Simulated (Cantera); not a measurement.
A closed system holds: 1 mol MgCO₃, 4.7 mol SO₂, 0.6 mol CO₂, at 725 K and 17.0 mbar.

Method: chemical equilibrium by Gibbs-energy minimisation in Cantera with the NASA 1993 tables (ideal gas, pure condensed phases). Candidate condensed phases: C, Mg, MgCO₃, MgO, MgS, MgSO₄, S; 26 gas species. Gases not in the tables: S₃ to S₇. The numbers say what is thermodynamically allowed, not how fast it happens.

Base state: SO₂ 0.720, CO₂ 0.269, S₂ 0.0110, S₂O 0.000727, COS 2.10e-5 (mole fractions); condensed: MgO(s) + MgSO₄(s).

Question: What changes in the equilibrium state with this change: CO₂ from 0.6 to 0.075 mol?

Answer: 
| species | before | after |
|---|---|---|
| SO₂ | 0.720 | 0.778 |
| CO₂ | 0.269 | 0.203 |
| S₂ | 0.0110 | 0.0176 |
| S₂O | 0.000727 | 0.00107 |
| COS | 2.10e-5 | 2.17e-5 |
| MgO(s), mol | 0.724 | 0.610 |
| MgSO₄(s), mol | 0.276 | 0.390 |

Question: What changes in the equilibrium state with this change: SO₂ from 4.7 to 0.65 mol?

Answer: 
```json
[
 {"species": "CO₂", "before": "0.269", "after": "0.711"},
 {"species": "SO₂", "before": "0.720", "after": "0.289"},
 {"species": "S₂", "before": "0.0110", "after": "4.59e-5"},
 {"species": "S₂O", "before": "0.000727", "after": "7.55e-6"},
 {"species": "COS", "before": "2.10e-5", "after": "1.44e-6"},
 {"species": "MgO(s), mol", "before": "0.724", "after": "1.000"},
 {"species": "MgSO₄(s), mol", "before": "0.276", "after": "0.000487"}
]
```

Question: What changes in the equilibrium state with this change: pressure from 17.0 mbar to 0.150 bar?

Answer: 
| species | before | after |
|---|---|---|
| SO₂ | 0.720 | 0.635 |
| CO₂ | 0.269 | 0.318 |
| S₂ | 0.0110 | 0.0425 |
| S₈ | 7.62e-9 | 0.00116 |
| COS | 2.10e-5 | 0.000125 |
| MgO(s), mol | 0.724 | 0 |
| MgSO₄(s), mol | 0.276 | 1.00 |
